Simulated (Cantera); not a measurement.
Feed: 1 mol C2H5OH, 1.2 mol H2O, 0.49 mol H2, at 1450 K and 0.0133 bar.

Equilibrium computed with Cantera from the NASA thermochemical tables; the gas is ideal and each condensed phase is pure. Candidate condensed phases: C, C6H6, C7H8, C8H18, H2O; 110 gas species. Equilibrium is a limit: real reactors are often held back by kinetics, nucleation or transport.

**Question.** What is the equilibrium state?

**Answer.** 
- x(H2): 0.676
- x(CO): 0.294
- x(H2O): 0.0253
- x(CO2): 0.00463
- x(H): 6.73e-5
- gas amount: 6.690 mol
- log10 activity of C(graphite) (absent): -3.58
